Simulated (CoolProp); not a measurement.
Properties of R507A along the isotherm 500 K (Tc = 343.8 K, pc = 3705 kPa, ω = 0.286).

The numbers come from the reference Helmholtz-energy equation of state, Lemmon 2003 in CoolProp. It is a pseudo-pure fit of the blend.

```csv
p (kPa),phase,Z,cp (kJ/(kg K)),cv (kJ/(kg K)),viscosity (µPa s)
842,gas,0.9799,1.179,1.083,19.9
1680,gas,0.9602,1.196,1.088,20.2
2530,gas,0.9408,1.215,1.092,20.6
3370,gas,0.9223,1.235,1.096,21.2
4210,supercritical,0.9046,1.256,1.100,21.9
5050,supercritical,0.8877,1.278,1.104,22.7
5890,supercritical,0.8720,1.301,1.108,23.6
6740,supercritical,0.8574,1.324,1.111,24.7
7580,supercritical,0.8444,1.348,1.115,25.9
8420,supercritical,0.8329,1.370,1.118,27.2
9260,supercritical,0.8231,1.392,1.120,28.5
```

Viscosity comes from a separate model (Geller 2000).
